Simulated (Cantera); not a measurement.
Feed: 1 mol TiCl₄, 4.7 mol H₂O, equilibrated at 1423 K and 6800 Pa.

These are equilibrium values from Cantera (NASA tables, ideal gas, pure condensed phases), not measurements of a reactor. Candidate condensed phases: H₂O, Ti, TiCl₂, TiCl₃, TiCl₄, TiO, TiO₂, Ti₂O₃, Ti₃O₅, Ti₄O₇; 23 gas species. Gases not in the tables: TiO(OH)₂. Kinetics and transport are ignored.

Base state: HCl 0.596, H₂O 0.403, Cl 0.000648, H₂ 0.000369, Cl₂ 2.49e-5, OH 1.16e-5 (mole fractions); condensed: TiO₂(rutile).

Question: What changes in the equilibrium state with this change: temperature from 1423 K to 1675 K?

Answer: 
```tsv
species	before	after
HCl	0.596	0.591
H₂O	0.403	0.402
Cl	0.000648	0.00419
H₂	0.000369	0.00241
H	4.89e-7	2.19e-5
OH	1.16e-5	0.000176
O₂	7.17e-6	9.72e-5
Cl₂	2.49e-5	4.22e-5
TiO₂(rutile), mol	1.00	1.000
```
